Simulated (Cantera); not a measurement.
Feed: 1 mol Si, 1.3 mol Cl₂, 0.21 mol H₂, 0.52 mol HCl, at 700 °C and 0.580 bar.

These are equilibrium values from Cantera (NASA tables, ideal gas, pure condensed phases), not measurements of a reactor. Candidate condensed phases: Si; 19 gas species. The tables' values for SiCl₃ are old estimates; treat these amounts as uncertain. Kinetics and transport are ignored.

Base state: SiCl₄ 0.554, H₂ 0.325, SiHCl₃ 0.106, HCl 0.00959, SiCl₃ 0.00296, SiH₂Cl₂ 0.00210, SiCl₂ 0.000454, SiH₃Cl 1.06e-5 (mole fractions); condensed: Si(s).

Problem. What changes in the equilibrium state with this change: Si replaced by SiCl₄?

Solution. 
| species | before | after |
|---|---|---|
| Cl₂ | <1e-9 | 0.360 |
| SiCl₄ | 0.554 | 0.330 |
| HCl | 0.00959 | 0.310 |
| H₂ | 0.325 | <1e-9 |
| SiHCl₃ | 0.106 | <1e-9 |
| SiCl₃ | 0.00296 | <1e-9 |
| SiH₂Cl₂ | 0.00210 | <1e-9 |
| SiCl₂ | 0.000454 | <1e-9 |
| Cl | <1e-9 | 0.000202 |
| SiH₃Cl | 1.06e-5 | <1e-9 |
| Si(s), mol | 0.188 | 0 |
